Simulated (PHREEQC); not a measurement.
# Hard or scaling water: an equilibrium model

Dissolve 0.015 mol/kgw SrCl2, 0.015 mol/kgw CO2 and 5e-05 mol/kgw H4SiO4 at 28 °C. Closed to the air; pH follows from the charge balance.

The numbers come from PHREEQC with the ion-association model, phreeqc.dat.

Each row changes one thing in this solution. Precipitation was switched off in this run.

| case | pH | ionic strength (mol/kgw) | HCO3- (mol/kgw) | (CO2)2 (mol/kgw) |
|---|---|---|---|---|
| as made | 4.05 | 0.0451 | 9.28e-5 | 4.53e-6 |
| H4SiO4 from 5e-05 to 5.5e-05 mol/kgw | 4.05 | 0.0451 | 9.28e-5 | 4.53e-6 |
| SrCl2 left out | 4.08 | 8.37e-5 | 8.37e-5 | 4.50e-6 |
| diluted 10-fold with water | (withheld) | 0.00453 | 2.76e-5 | 4.39e-8 |
| H4SiO4 left out | 4.05 | 0.0451 | 9.28e-5 | 4.53e-6 |
| H4SiO4 from 5e-05 to 4.5e-05 mol/kgw | 4.05 | 0.0451 | 9.28e-5 | 4.53e-6 |
| diluted 5-fold with water | 4.42 | (withheld) | (withheld) | 1.77e-7 |
| SrCl2 replaced by HCl at the same molality | 1.87 | 0.0150 | 5.78e-7 | 4.56e-6 |
| SrCl2 from 0.015 to 0.0075 mol/kgw | 4.06 | 0.0226 | 9.14e-5 | 4.51e-6 |

Fill in the missing entries.


- diluted 10-fold with water, pH: 4.58
- diluted 5-fold with water, ionic strength (mol/kgw): 0.00904
- diluted 5-fold with water, HCO3- (mol/kgw): 3.98e-5

Species that the database lacks are ignored.
